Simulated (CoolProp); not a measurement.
Saturation properties of R1233zd(E) (Tc = 438.9 K, pc = 3583 kPa, ω = 0.304).

Values from CoolProp's reference Helmholtz-energy equation of state, Akasaka 2022.

| T (K) | p (kPa) | vapour density (kg/m³) | enthalpy of vaporisation (kJ/kg) |
|---|---|---|---|
| 310.5 | 198.4 | 10.75 | 184.5 |
| 319.9 | 266.6 | 14.26 | 179.4 |
| 329.2 | 350.4 | 18.57 | 174.0 |
| 338.6 | 454.1 | 23.94 | 168.2 |
| 348 | 579.6 | 30.52 | 162.0 |
| 357.3 | 727.9 | 38.47 | 155.4 |
| 366.7 | 905.0 | 48.27 | 148.1 |
| 376 | 1110 | 60.12 | 140.3 |
| 385.4 | 1352 | 74.86 | 131.5 |

It boils at 291.3 K under 1 atm.
